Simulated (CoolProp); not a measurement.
Hexamethyldisiloxane (MM) along the isobar 28.6 bar: fugacity coefficient from the reference equation and from simpler models built on Tc = 245.6 °C, pc = 19.31 bar, ω = 0.418; each cubic takes its own stable root.

Computed with CoolProp (reference Helmholtz-energy equation of state, Thol 2016).

```json
[
 {"T (°C)": "88.95", "phase": "liquid", "reference": "0.02960"},
 {"T (°C)": "104.35", "phase": "liquid", "reference": "0.04571"},
 {"T (°C)": "119.75", "phase": "liquid", "reference": "0.06733"},
 {"T (°C)": "135.15", "phase": "liquid", "reference": "0.09520"},
 {"T (°C)": "150.55", "phase": "liquid", "reference": "0.1298"},
 {"T (°C)": "165.95", "phase": "liquid", "reference": "0.1713"},
 {"T (°C)": "181.25", "phase": "liquid", "reference": "0.2194"},
 {"T (°C)": "196.65", "phase": "liquid", "reference": "0.2741"},
 {"T (°C)": "212.05", "phase": "liquid", "reference": "0.3344"},
 {"T (°C)": "227.45", "phase": "liquid", "reference": "0.3991"},
 {"T (°C)": "242.85", "phase": "liquid", "reference": "0.4664"},
 {"T (°C)": "258.25", "phase": "supercritical", "reference": "0.5333"},
 {"T (°C)": "273.65", "phase": "supercritical", "reference": "0.5938"}
]
```

**Question.** How far does each simpler model (van der Waals, Redlich-Kwong, Soave-Redlich-Kwong) lie from the reference over these 13 states: mean and median of the absolute difference, and the worst?

**Answer.** 
- van der Waals: mean 118.4 %, median 66.7 %, worst +433.1 % at 88.95 °C and 28.6 bar
- Redlich-Kwong: mean 42.0 %, median 29.6 %, worst +127.7 % at 88.95 °C and 28.6 bar
- Soave-Redlich-Kwong: mean 3.9 %, median 4.1 %, worst +5.0 % at 212.05 °C and 28.6 bar
